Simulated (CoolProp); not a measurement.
Vapour-liquid equilibrium of diethyl ether (1) + n-hexane (2) at 0.821 MPa; x and y are mole fractions of (1).

Model: multi-fluid Helmholtz-energy mixture model, Thol 2014 and Thol 2019; pair parameters Bell 2016, in CoolProp.

### Question
Give the bubble temperature and the first vapour's composition at x = 0.55, 0.85, 0.95. Is there an azeotrope?

### Answer
x = 0.55: 124.9 °C, y = 0.708; x = 0.85: 114.7 °C, y = 0.916; x = 0.95: 111.7 °C, y = 0.973. No azeotrope shows between x = 0.05 and 0.95.

The pair parameters rest on a limited set of measurements; away from them the model extrapolates.
